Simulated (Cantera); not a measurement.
Cantera run, input and output.

```python
import numpy as np
import cantera as ct

gas = ct.Solution("gri30.yaml")
gas.TPX = 1173, 86000, {'C2H6': 1, 'N2': 5.4}
inlet = ct.Reservoir(gas, clone=True)

reactor = ct.IdealGasConstPressureReactor(gas, energy="off", clone=False)
exhaust = ct.Reservoir(gas, clone=True)
tau = [0.32, 0.17, 0.086, 0.044, 0.023, 0.012, 0.0062, 0.0032, 0.0017, 0.00086, 0.00045][0]
for a, b in ((inlet, reactor), (reactor, exhaust)):
    ct.MassFlowController(a, b, mdot=lambda t: reactor.mass / tau)
net = ct.ReactorNet([reactor])
show = ['C2H6', 'CH3', 'H2', 'H', 'CH4']

rows = []
print(f"{'tau/s':>10s}{'T/K':>9s}" + "".join(f"{s:>11s}" for s in show))
for tau in [0.32, 0.17, 0.086, 0.044, 0.023, 0.012, 0.0062, 0.0032, 0.0017, 0.00086, 0.00045]:
    net.initial_time = 0.0
    net.advance(30 * tau)
    before = gas.X
    net.advance(40 * tau)
    drift = np.max(np.abs(gas.X - before) / (gas.X + 1e-9))
    rows.append([gas.T, *gas[show].X, drift])
    print(f"{tau:10.3e}{gas.T:9.1f}" + "".join(f"{x:11.3e}" for x in gas[show].X))
```

Output:

```
     tau/s      T/K       C2H6        CH3         H2          H        CH4
 3.200e-01   1173.0  1.593e-02  5.172e-06  1.169e-01  1.092e-06  2.114e-02
 1.700e-01   1173.0  2.419e-02  6.040e-06  1.088e-01  1.202e-06  1.764e-02
 8.600e-02   1173.0  3.844e-02  7.358e-06  9.592e-02  1.267e-06  1.386e-02
 4.400e-02   1173.0  5.946e-02  9.062e-06  7.813e-02  1.256e-06  1.002e-02
 2.300e-02   1173.0  8.505e-02  1.091e-05  5.722e-02  1.183e-06  6.521e-03
 1.200e-02   1173.0  1.103e-01  1.252e-05  3.689e-02  1.087e-06  3.769e-03
 6.200e-03   1173.0  1.298e-01  1.354e-05  2.116e-02  9.981e-07  1.985e-03
 3.200e-03   1173.0  1.422e-01  1.374e-05  1.121e-02  9.194e-07  9.896e-04
 1.700e-03   1173.0  1.491e-01  1.309e-05  5.729e-03  8.371e-07  4.854e-04
 8.600e-04   1173.0  1.530e-01  1.138e-05  2.548e-03  7.137e-07  2.092e-04
 4.500e-04   1173.0  1.549e-01  8.969e-06  1.029e-03  5.431e-07  8.539e-05
```

Cantera simulation using GRI-Mech 3.0 (53 species, 325 reactions); the numbers are that mechanism's predictions, not measurements. GRI-Mech 3.0 stops at C3 and has no aromatics, soot or wall deposition, so with more carbon than oxygen in the feed, carbon stays in small species such as C2H2 where larger ones or solid carbon would form.
